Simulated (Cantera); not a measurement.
Input (Python, Cantera) and output of one run.

```python
import numpy as np
import cantera as ct

gas_names = """
    Cr CrN CrO CrO2 CrO3 H HNO HNO2 HNO3 HO2 H2 H2O H2O2 N NH NH2 NH3 NH2OH NO NO2 NO3 N2 N2H2 N2H4 N2O
    O OH O2 O3
""".split()
cond_names = """
    Cr(cr) Cr(L) CrN(s) Cr2N(s) Cr2O3(s) Cr2O3(L) H2O(s) H2O(L)
""".split()


# ... load() reads the species with a 1 bar reference pressure and builds the phases ...
atoms = {
    'Cr2O3': {'Cr': 2, 'O': 3},
    'H2': {'H': 2},
    'N2': {'N': 2},
}
top_T = {'CrN(s)': 1900, 'Cr2N(s)': 1900}  # K; cautious upper limits of use, not melting points


# ... equilibrate(T, P, feed) seeds the gas with the atoms and calls Mixture.equilibrate('TP', solver="vcs", rtol=1e-11, max_steps=5000) ...
results = []
feed = {'Cr2O3': 1, 'H2': 440, 'N2': 0.36}  # mol
T = 950  # K
P = 13332.2  # Pa
mix = equilibrate(T, P, feed)
results.append((T, P, feed, dict(zip(mix.species_names, mix.species_moles))))
print(gas.report(threshold=0.0001))
for i in range(1, mix.n_phases):
    print(f"{mix.phase(i).name:16s} {mix.phase_moles(i):12.5e} mol")
```

Result:

```
       temperature   950 K
          pressure   13332 Pa
           density   0.0034388 kg/m^3
  mean mol. weight   2.0374 kg/kmol
   phase of matter   gas

                          1 kg             1 kmol
                     ---------------   ---------------
          enthalpy        9.4131e+06        1.9178e+07  J
   internal energy        5.5361e+06        1.1279e+07  J
           entropy             89111        1.8155e+05  J/K
    Gibbs function       -7.5242e+07        -1.533e+08  J
 heat capacity c_p             14779             30110  J/K
 heat capacity c_v             10698             21796  J/K

                      mass frac. Y      mole frac. X     chem. pot. / RT
                     ---------------   ---------------   ---------------
                H2            0.9887           0.99917           -19.395
                N2          0.011201        0.00081459           -33.859
     [  +27 minor]        9.8427e-05        1.1304e-05

Cr(cr)            0.00000e+00 mol
CrN(s)            0.00000e+00 mol
Cr2N(s)           1.19904e-03 mol
Cr2O3(s)          9.98801e-01 mol
```

Method: chemical equilibrium by Gibbs-energy minimisation in Cantera with the NASA 1993 tables (ideal gas, pure condensed phases).
